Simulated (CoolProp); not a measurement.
Values from CoolProp's reference Helmholtz-energy equation of state, Beckmüller 2019.

**Question.** For n-octane, give the phase and the speed of sound (m/s), isothermal compressibility (1/MPa), expansivity (1/kK), viscosity (µPa s) at 556.5 K and 1360 kPa; 576.8 K and 1360 kPa; 597.1 K and 1360 kPa.

**Answer.** 
- 556.5 K and 1360 kPa: gas; speed of sound 152, isothermal compressibility 1.06, expansivity 5.01, viscosity 11.5
- 576.8 K and 1360 kPa: gas; speed of sound 164, isothermal compressibility 0.973, expansivity 3.99, viscosity 11.7
- 597.1 K and 1360 kPa: gas; speed of sound 174, isothermal compressibility 0.921, expansivity 3.36, viscosity 11.9

Viscosity comes from a separate model (Huber 2004).
